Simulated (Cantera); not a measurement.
A perfectly stirred reactor is fed with 4.91 % CO, 2.16 % H2, 6.39 % CH4, 16.3 % O2, 61.4 % N2, 8.84 % CO2, equivalence ratio 1.0, at 9.30 bar; it is adiabatic with a 350 K inlet, and is followed from long to short residence time, starting on the burning branch (τ in s: 0.3, 0.13, 0.058, 0.025, 0.011, 0.0048, 0.0021, 0.0009, 0.00039, 0.00017, 7.4e-05).

Model: GRI-Mech 3.0 (53 species, 325 reactions), integrated in Cantera.

Task: Predict: blow-out, bracketed by the residence times tried; x(CO) at τ = 0.300 s; x(H2) at τ = 0.300 s; x(CH4) at τ = 0.300 s; x(NO2) at τ = 0.300 s; x(CO) at τ = 4.80 ms; x(H2) at τ = 4.80 ms; x(CH4) at τ = 4.80 ms; x(NO2) at τ = 4.80 ms; x(C2H4) at τ = 4.80 ms.

Result: 
```json
{
  "blow_out_bracketed_by_the_residence_times_tried": "burning at 74.0 µs, the shortest tried",
  "x(CO) at τ = 0.300 s": "0.00581",
  "x(H2) at τ = 0.300 s": "0.000860",
  "x(CH4) at τ = 0.300 s": "6.22e-7",
  "x(NO2) at τ = 0.300 s": "3.55e-7",
  "x(CO) at τ = 4.80 ms": "0.0111",
  "x(H2) at τ = 4.80 ms": "0.00166",
  "x(CH4) at τ = 4.80 ms": "1.80e-5",
  "x(NO2) at τ = 4.80 ms": "1.43e-7",
  "x(C2H4) at τ = 4.80 ms": "1.12e-8"
}
```
